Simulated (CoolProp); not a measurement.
Toluene along the isotherm 338.95 °C: Z from the reference equation and from simpler models built on Tc = 318.6 °C, pc = 4.126 MPa, ω = 0.266; each cubic takes its own stable root.

Computed with CoolProp (reference Helmholtz-energy equation of state, Lemmon 2006). It is a short technical equation, of lower accuracy than the large ones.

```csv
p (MPa),phase,reference,van der Waals,Redlich-Kwong,Soave-Redlich-Kwong,Peng-Robinson
0.0196,gas,0.9984,0.9987,0.9985,0.9986,0.9984
0.0305,gas,0.9976,0.9980,0.9977,0.9978,0.9975
0.0475,gas,0.9962,0.9968,0.9964,0.9965,0.9961
0.0739,gas,0.9941,0.9951,0.9944,0.9945,0.9939
0.115,gas,0.9908,0.9923,0.9913,0.9915,0.9905
0.179,gas,0.9856,0.9880,0.9865,0.9867,0.9851
0.279,gas,0.9775,0.9812,0.9788,0.9792,0.9767
0.434,gas,___,0.9705,0.9668,0.9674,0.9636
0.676,gas,0.9445,0.9535,0.9478,0.9487,0.9427
1.05,gas,0.9121,0.9260,0.9173,0.9189,0.9097
1.64,gas,0.8582,0.8796,0.8664,___,0.8552
2.55,gas,0.7661,0.7979,0.7789,0.7842,0.7635
3.98,gas,___,___,0.5980,0.6130,0.5845
6.19,supercritical,0.2687,0.3656,0.3232,0.3378,0.3097
```

**Question.** Complete the blanks.

**Answer.** 
- 0.434, reference: 0.9648
- 1.64, Soave-Redlich-Kwong: 0.8691
- 3.98, reference: 0.5832
- 3.98, van der Waals: 0.6160
